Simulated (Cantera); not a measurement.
Charge: 1 mol AlN, 270 mol H₂, 19 mol HCl, at 1252 °C and 13.3 mbar.

Method: chemical equilibrium by Gibbs-energy minimisation in Cantera with the NASA 1993 tables (ideal gas, pure condensed phases). Candidate condensed phases: Al, AlCl₃, AlN, NH₄Cl; 20 gas species. The tables' values for AlCl₂ are old estimates; treat these amounts as uncertain. The numbers say what is thermodynamically allowed, not how fast it happens.

Base state: H₂ 0.936, HCl 0.0589, N₂ 0.00173, AlCl 0.00155, AlCl₃ 0.00136, AlCl₂ 0.000545, H 0.000198, Cl 1.00e-5 (mole fractions); condensed: gas only.

Task: What changes in the equilibrium state with this change: H₂ from 270 to 160 mol?

Result: 
```json
[
 {"species": "H₂", "before": "0.936", "after": "0.899"},
 {"species": "HCl", "before": "0.0589", "after": "0.0929"},
 {"species": "AlCl₃", "before": "0.00136", "after": "0.00331"},
 {"species": "N₂", "before": "0.00173", "after": "0.00279"},
 {"species": "Cl", "before": "1.00e-5", "after": "1.61e-5"}
]
```
